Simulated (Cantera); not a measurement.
A Cantera script and its output.

```python
import numpy as np
import cantera as ct

gas = ct.Solution("gri30.yaml")
gas.TPX = 1473, 64000, {'CH4': 1, 'CO': 0.058, 'O2': 1.84, 'N2': 6.27}
reactor = ct.IdealGasReactor(gas, energy="on", clone=False)
net = ct.ReactorNet([reactor])
net.rtol, net.atol = 1e-08, 1e-16
show = ['CH4', 'CO', 'O2', 'C2H', 'CH2CO', 'CH3', 'NO2']
times = np.geomspace(4e-06, 9, 13)

steps = ct.SolutionArray(gas, extra=["t"])
rows = []
print(f"{'t/s':>10s}{'T/K':>9s}{'P/Pa':>11s}" + "".join(f"{s:>11s}" for s in show))
for t in times:
    while net.time < t:
        t_next = net.step()
        steps.append(gas.state, t=t_next)
    rows.append([np.interp(t, steps.t, y) for y in (steps.T, steps.P, *steps(*show).X.T)])
    print(f"{t:10.3e}{rows[-1][0]:9.1f}{rows[-1][1]:11.4g}" + "".join(f"{x:11.3e}" for x in rows[-1][2:]))
rate = np.gradient(steps.T, steps.t)
print("integrator steps:", len(steps.t))
if steps.T.max() > steps.T[0] + 200:
    print(f"time of steepest temperature rise: {steps.t[rate.argmax()]:.4e} s")
gas.TPX = 1473, 64000, {'CH4': 1, 'CO': 0.058, 'O2': 1.84, 'N2': 6.27}
gas.equilibrate("UV")
print(f"equilibrium (UV): T = {gas.T:.1f} K  " + "  ".join(f"{s} {gas[s].X[0]:.3e}" for s in show))
```

Result:

```
       t/s      T/K       P/Pa        CH4         CO         O2        C2H      CH2CO        CH3        NO2
 4.000e-06   1473.0    6.4e+04  1.091e-01  6.326e-03  2.007e-01  1.078e-27  4.862e-14  2.954e-07  1.144e-22
 1.353e-05   1473.0    6.4e+04  1.091e-01  6.326e-03  2.007e-01  2.294e-25  6.164e-13  1.090e-06  6.682e-21
 4.579e-05   1473.0    6.4e+04  1.091e-01  6.326e-03  2.007e-01  1.167e-22  7.936e-12  4.284e-06  3.356e-19
 1.549e-04   1473.0    6.4e+04  1.090e-01  6.326e-03  2.007e-01  1.119e-19  1.238e-10  2.121e-05  2.025e-17
 5.241e-04   1473.6  6.403e+04  1.088e-01  6.328e-03  2.005e-01  3.089e-16  7.737e-09  1.262e-04  1.489e-15
 1.773e-03   1530.1  6.664e+04  9.840e-02  8.949e-03  1.931e-01  2.955e-11  2.813e-05  8.641e-04  1.444e-12
 6.000e-03   2904.8  1.357e+05  1.735e-14  6.490e-02  1.712e-02  4.372e-18  2.577e-16  1.590e-13  2.236e-06
 2.030e-02   2904.8  1.357e+05  1.735e-14  6.490e-02  1.712e-02  4.372e-18  2.577e-16  1.590e-13  2.236e-06
 6.868e-02   2904.8  1.357e+05  1.735e-14  6.490e-02  1.712e-02  4.372e-18  2.577e-16  1.590e-13  2.236e-06
 2.324e-01   2904.8  1.357e+05  1.735e-14  6.490e-02  1.712e-02  4.372e-18  2.577e-16  1.590e-13  2.236e-06
 7.862e-01   2904.8  1.357e+05  1.735e-14  6.490e-02  1.712e-02  4.372e-18  2.577e-16  1.590e-13  2.236e-06
 2.660e+00   2904.8  1.357e+05  1.735e-14  6.490e-02  1.712e-02  4.372e-18  2.577e-16  1.590e-13  2.236e-06
 9.000e+00   2904.8  1.357e+05  1.735e-14  6.490e-02  1.712e-02  4.372e-18  2.577e-16  1.590e-13  2.236e-06
integrator steps: 1913
time of steepest temperature rise: 2.0005e-03 s
equilibrium (UV): T = 2904.8 K  CH4 2.254e-14  CO 6.490e-02  O2 1.712e-02  C2H 4.598e-18  CH2CO 2.775e-16  CH3 2.065e-13  NO2 2.236e-06
```

Model: GRI-Mech 3.0 (53 species, 325 reactions), integrated in Cantera.
